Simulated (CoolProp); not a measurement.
Properties of sulfur hexafluoride along the isotherm 453.2 K (Tc = 318.7 K, pc = 37.55 bar, ω = 0.210).

The numbers come from the reference Helmholtz-energy equation of state, Guder 2009 in CoolProp.

```csv
p (bar),phase,density (kg/m³),isothermal compressibility (1/MPa)
0.0594,gas,0.2303,168.4
0.135,gas,0.5234,74.10
0.308,gas,1.195,32.49
0.7,gas,2.718,14.31
1.59,gas,6.188,6.314
3.62,gas,14.16,2.788
8.25,gas,32.65,1.237
18.8,gas,76.43,0.5574
```
